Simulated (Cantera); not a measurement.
A perfectly stirred reactor is fed with CO : H2 : O2 : N2 : H2O = 1 : 0.072 : 0.335 : 1.26 : 0.29 (molar parts), at 2630 Torr; it is adiabatic with a 675 K inlet, and is followed from long to short residence time, starting on the burning branch (τ in s: 0.21, 0.085, 0.034, 0.013, 0.0053, 0.0021, 0.00084, 0.00033, 0.00013, 5.2e-05, 2.1e-05, 8.2e-06, 3.3e-06).

Detailed kinetics in Cantera: GRI-Mech 3.0 (53 species, 325 reactions). The hydrogen kinetics of GRI-Mech 3.0 are dated; newer H2 mechanisms differ, most at raised pressure.

Q: What does this change do: pressure from 2630 Torr to 760 Torr?

A: 
```csv
quantity,before,after
"blow-out, bracketed by the residence times tried","burning at 21.0 µs, out at 8.20 µs","burning at 52.0 µs, out at 21.0 µs"
x(CO) at τ = 0.210 s,0.142,0.144
x(H2) at τ = 0.210 s,0.0126,0.0129
x(O2) at τ = 0.210 s,0.000332,0.00104
x(N2O) at τ = 0.210 s,4.49e-8,3.81e-8
x(NO) at τ = 0.210 s,0.000524,0.000807
x(CO) at τ = 0.840 ms,0.150,0.163
x(H2) at τ = 0.840 ms,0.0137,0.0170
x(O2) at τ = 0.840 ms,0.00490,0.0144
x(N2O) at τ = 0.840 ms,1.19e-7,5.54e-8
x(NO) at τ = 0.840 ms,0.000178,7.96e-5
```

Q: What does this change do: H2O 0.29 to 0.38 parts?

A: 
```json
[
 {"quantity": "blow-out, bracketed by the residence times tried", "before": "burning at 21.0 µs, out at 8.20 µs", "after": "burning at 21.0 µs, out at 8.20 µs"},
 {"quantity": "x(CO) at τ = 0.210 s", "before": "0.142", "after": "0.134"},
 {"quantity": "x(H2) at τ = 0.210 s", "before": "0.0126", "after": "0.0151"},
 {"quantity": "x(O2) at τ = 0.210 s", "before": "0.000332", "after": "0.000207"},
 {"quantity": "x(N2O) at τ = 0.210 s", "before": "4.49e-8", "after": "3.04e-8"},
 {"quantity": "x(NO) at τ = 0.210 s", "before": "0.000524", "after": "0.000348"},
 {"quantity": "x(CO) at τ = 0.840 ms", "before": "0.150", "after": "0.140"},
 {"quantity": "x(H2) at τ = 0.840 ms", "before": "0.0137", "after": "0.0163"},
 {"quantity": "x(O2) at τ = 0.840 ms", "before": "0.00490", "after": "0.00413"},
 {"quantity": "x(N2O) at τ = 0.840 ms", "before": "1.19e-7", "after": "9.87e-8"},
 {"quantity": "x(NO) at τ = 0.840 ms", "before": "0.000178", "after": "0.000115"}
]
```
